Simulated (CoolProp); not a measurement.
The numbers come from the reference Helmholtz-energy equation of state, Thol 2019 in CoolProp.

Question: Give the vapour pressure (kPa), vapour density (kg/m³), enthalpy of vaporisation (kJ/kg), surface tension (mN/m) of saturated tetradecamethylhexasiloxane (MD4M) at 212.25, 252.65, 272.85 °C.

Answer: 
| T (°C) | p (kPa) | vapour density (kg/m³) | enthalpy of vaporisation (kJ/kg) | surface tension (mN/m) |
|---|---|---|---|---|
| 212.25 | 31.1 | 3.73 | 114 | 6.67 |
| 252.65 | 86.6 | 10.2 | 99.8 | 4.62 |
| 272.85 | 134 | 15.9 | 92.3 | 3.67 |

Surface tension comes from a separate correlation (Mulero 2014), older than this fluid's equation and unchecked against measurements.
